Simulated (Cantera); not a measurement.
Input: 1 mol Cu2O, 1.7 mol CO, equilibrated at 0.133 bar.

Equilibrium computed with Cantera from the NASA thermochemical tables; the gas is ideal and each condensed phase is pure. Candidate condensed phases: C, Cu, CuO, Cu2O; 15 gas species. Rates play no part.

### Question
At 1350 °C, list the 3 most abundant gas species with their mole fractions, and the condensed phases.

### Answer
CO2 0.588, CO 0.412, Cu 0.000417. Condensed: Cu(l).
